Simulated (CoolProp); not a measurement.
The numbers come from the reference Helmholtz-energy equation of state, Wagner 2002 in CoolProp.

For water, give the phase and the expansivity (1/kK), Prandtl number at 710 K and 5.09 MPa.


- 710 K and 5.09 MPa: gas; expansivity 1.76, Prandtl number 0.972

Viscosity comes from a separate model (Huber 2009). Thermal conductivity comes from a separate model (Huber 2012).
